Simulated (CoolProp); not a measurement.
A closed Brayton cycle with carbon dioxide: compressor inlet 312.15 K and 7.8 MPa, high pressure 26.6 MPa, turbine inlet 630 K, compressor efficiency 0.85, turbine efficiency 0.9, recuperator effectiveness 0.95 (on enthalpy, no pinch check). Each further row changes one setting.

Model: reference Helmholtz-energy equation of state, Span 1996, in CoolProp.

| case | thermal efficiency (%) | net work (kJ/kg) | compressor to turbine work | compressor exit (K) | turbine exit (K) |
|---|---|---|---|---|---|
| as stated | (withheld) | 57.2 | 0.49 | 403.2 | 504.6 |
| turbine inlet 580 K | 22.1 | (withheld) | (withheld) | 403.2 | (withheld) |
| compressor inlet 322.15 K | 23.1 | (withheld) | 0.59 | 426.7 | 504.6 |
| high pressure 22.6 MPa | (withheld) | (withheld) | 0.46 | (withheld) | 520.9 |
| recuperator effectiveness 0.5 | 21.3 | 57.2 | 0.49 | 403.2 | 504.6 |

Task: Fill in the missing entries.

Result: 
- as stated, thermal efficiency (%): 26.4
- turbine inlet 580 K, net work (kJ/kg): 44.5
- turbine inlet 580 K, compressor to turbine work: 0.55
- turbine inlet 580 K, turbine exit (K): 459.3
- compressor inlet 322.15 K, net work (kJ/kg): 46.1
- high pressure 22.6 MPa, thermal efficiency (%): 27.0
- high pressure 22.6 MPa, net work (kJ/kg): 53.8
- high pressure 22.6 MPa, compressor exit (K): 390.7
